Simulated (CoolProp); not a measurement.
A simple Rankine cycle with carbonyl sulfide: condensing at 294.15 K, boiler at 2.88 MPa, turbine inlet 336.8 K, turbine efficiency 0.7, pump efficiency 0.8, no recuperator. Each further row changes one setting.

The numbers come from the reference Helmholtz-energy equation of state, Lemmon 2006 in CoolProp. It is a short technical equation, of lower accuracy than the large ones.

| case | thermal efficiency (%) | net work (kJ/kg) | heat in (kJ/kg) | turbine exit temperature (K) | volume ratio over the turbine |
|---|---|---|---|---|---|
| as stated | 7.3 | 18.5 | 255 | 294.2 | 2.44 |
| turbine inlet 356.8 K | 7.5 | 20.9 | 277 | 301.9 | 2.32 |
| condensing temperature 286.15 K | ? | 22.9 | ? | 286.1 | 2.98 |
| boiler pressure 2.02 MPa | 4.9 | 13.2 | 272 | 304.9 | ? |
| turbine efficiency 0.6 | 6.1 | ? | 255 | 294.2 | 2.47 |

### Question
Some entries are withheld; supply them.

### Answer

- condensing temperature 286.15 K, thermal efficiency (%): 8.6
- condensing temperature 286.15 K, heat in (kJ/kg): 265
- boiler pressure 2.02 MPa, volume ratio over the turbine: 1.66
- turbine efficiency 0.6, net work (kJ/kg): 15.6

The expansion ends wet for: as stated; condensing temperature 286.15 K; turbine efficiency 0.6.
